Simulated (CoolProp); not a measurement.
Vapour-liquid equilibrium of R113 (1) + n-heptane (2) at 45.1 kPa; x and y are mole fractions of (1).

Computed with CoolProp (multi-fluid Helmholtz-energy mixture model, Marx 1992 and Span 2003; pair parameters Bell 2016).

| x | bubble temperature (K) | y at the bubble point | dew temperature at overall composition x (K) | liquid density (mol/L) |
|---|---|---|---|---|
| 0.05 | 339.6 | 0.244 | 345.0 | 6.480 |
| 0.2 | 325.2 | 0.626 | 340.9 | 6.794 |
| 0.35 | 316.3 | 0.785 | 336.2 | 7.077 |
| 0.5 | 310.3 | ___ | 330.8 | 7.351 |
| 0.65 | ___ | ___ | ___ | 7.628 |
| 0.8 | 302.4 | 0.955 | 315.2 | 7.919 |
| 0.95 | 299.3 | 0.989 | 302.9 | 8.230 |

Task: Fill in the missing entries.

Result: 
- 0.5, y at the bubble point: 0.866
- 0.65, bubble temperature (K): 305.9
- 0.65, y at the bubble point: 0.917
- 0.65, dew temperature at overall composition x (K): 324.0

No azeotrope shows between x = 0.05 and 0.95.

The pair parameters rest on a limited set of measurements; away from them the model extrapolates.
